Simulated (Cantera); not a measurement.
**Thermodynamics of silicon epitaxy and polysilicon growth, feed SiH2Cl2 + H2**

Input: 1 mol SiH2Cl2, 110 mol H2, at 1498.15 K and 10.0 Torr.

Cantera equilibrium calculation (NASA polynomials, part measured and part estimated; ideal gas, pure solids and liquids). Candidate condensed phases: Si; 19 gas species. Kinetics and transport are ignored.

```json
{
  "x(H2)": "0.983",
  "x(HCl)": "0.0161",
  "x(SiCl2)": "0.000850",
  "x(H)": "0.000148",
  "x(SiCl3)": "4.03e-6",
  "x(Cl)": "1.96e-6",
  "x(SiH2)": "1.44e-6",
  "x(SiCl)": "1.05e-6",
  "n(Si(s))": "0.904 mol",
  "gas_amount": "112.0 mol"
}
```
